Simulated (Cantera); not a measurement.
A freely propagating, adiabatic, planar premixed flame of C3H8 : O2 : N2 = 1 : 3.57 : 13.4 (molar parts), unburnt at 700 K and 12000 Pa; mixture-averaged transport, grid criteria slope 0.08 and curve 0.16, no radiation.

Model: GRI-Mech 3.0 (53 species, 325 reactions), integrated in Cantera. GRI-Mech 3.0 was tuned for natural gas; its chemistry of propane as a main component is partial and can be far from experiment. Burning velocities carry a grid error of a few per cent, more on coarse grids.

How do the results move with these cheaper or finer settings: unity-Lewis-number transport; multicomponent transport; multicomponent+Soret transport; grid criteria slope 0.5, curve 1; grid criteria slope 0.25, curve 0.5; grid criteria slope 0.03, curve 0.06?


```csv
setting,laminar burning velocity,thermal thickness,peak x(C2H4),peak x(H2O2),grid points
as above,213 cm/s,1.91 mm,0.0181,7.53e-6,151
unity-Lewis-number transport,131 cm/s,2.43 mm,0.0105,4.22e-6,141
multicomponent transport,212 cm/s,1.93 mm,0.0181,7.52e-6,152
multicomponent+Soret transport,209 cm/s,1.91 mm,0.0181,7.75e-6,153
"grid criteria slope 0.5, curve 1",237 cm/s,2.15 mm,0.0170,7.38e-6,52
"grid criteria slope 0.25, curve 0.5",223 cm/s,2.00 mm,0.0179,7.55e-6,79
"grid criteria slope 0.03, curve 0.06",212 cm/s,1.87 mm,0.0180,7.47e-6,356
```
The base run took very roughly 30 core-seconds.
Unity Lewis numbers drop preferential diffusion, which matters most where H2 and H carry the flame; Soret adds thermal diffusion.
